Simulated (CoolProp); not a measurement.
Computed with CoolProp (reference Helmholtz-energy equation of state, Thol 2017).

Problem. Give the vapour pressure (MPa), enthalpy of vaporisation (kJ/kg), liquid cp (kJ/(kg K)), vapour Z of saturated octamethyltrisiloxane (MDM) at 173.25 °C.

Solution. 
| T (°C) | p (MPa) | enthalpy of vaporisation (kJ/kg) | liquid cp (kJ/(kg K)) | vapour Z |
|---|---|---|---|---|
| 173.25 | 0.169 | 143 | 2.17 | 0.893 |
